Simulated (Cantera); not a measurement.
Low-pressure radical oxidation in H2/O2

An isothermal, constant-pressure homogeneous reactor starts with H2 : O2 : N2 = 0.037 : 1 : 0.32 (molar parts), at 1275 K and 1900 Pa.

Cantera simulation using GRI-Mech 3.0 (53 species, 325 reactions); the numbers are that mechanism's predictions, not measurements. Radical loss at walls, strong at low pressure, is not modelled.

| t (s) | x H2 | x O2 | x H2O2 | x OH | x NO2 | x O |
|---|---|---|---|---|---|---|
| 0.000200 | 0.0273 | 0.737 | 1.15e-11 | 2.40e-8 | <1e-12 | 3.07e-8 |
| 0.000796 | 0.0273 | 0.737 | 1.80e-10 | 2.51e-6 | <1e-12 | 3.43e-6 |
| 0.00317 | 0.000595 | 0.714 | 7.67e-8 | 0.00285 | <1e-12 | 0.0193 |
| 0.0126 | 0.000295 | 0.717 | 5.71e-8 | 0.00223 | 4.04e-12 | 0.0167 |
| 0.0502 | 0.000158 | 0.725 | 5.26e-8 | 0.00164 | 1.36e-11 | 0.00865 |
| 0.200 | 3.31e-5 | 0.731 | 3.32e-8 | 0.000755 | 3.87e-11 | 0.00176 |
| 0.796 | 3.37e-6 | 0.733 | 1.08e-8 | 0.000242 | 8.99e-11 | 0.000179 |
| 3.17 | 3.54e-7 | 0.733 | 2.29e-9 | 7.87e-5 | 1.20e-10 | 1.88e-5 |
| 12.6 | 5.29e-8 | 0.733 | 4.76e-10 | 3.05e-5 | 2.11e-10 | 2.83e-6 |
| 50.2 | 1.51e-8 | 0.733 | 1.66e-10 | 1.64e-5 | 5.31e-10 | 8.12e-7 |
| 200 | 1.30e-8 | 0.733 | 1.47e-10 | 1.52e-5 | 6.07e-10 | 6.98e-7 |
x: mole fraction; the columns are a selection and need not sum to one.

Equilibrium at this temperature and pressure: H2 1.30e-8, O2 0.733, H2O2 1.47e-10, OH 1.52e-5, NO2 1.07e-6, O 6.98e-7 (gas phase only).
